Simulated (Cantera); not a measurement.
Mixture: 9.25 % CH₄, 0.805 % CO, 18.9 % O₂, 71.1 % N₂, equivalence ratio 1.0, at 3300 Torr, adiabatic and at constant pressure. Ignition delay is the time to a rise of 400 K.

Model: GRI-Mech 3.0 (53 species, 325 reactions), integrated in Cantera.

### Question
Predict: delay at 1100 K; delay at 1200 K; delay at 1300 K; delay at 1400 K; delay at 1500 K; delay at 1600 K; apparent activation energy between 1400 and 1600 K.

### Answer
- delay at 1100 K: 52.0 ms
- delay at 1200 K: 12.6 ms
- delay at 1300 K: 3.50 ms
- delay at 1400 K: 1.10 ms
- delay at 1500 K: 0.382 ms
- delay at 1600 K: 0.148 ms
- apparent activation energy between 1400 and 1600 K: 190 kJ/mol
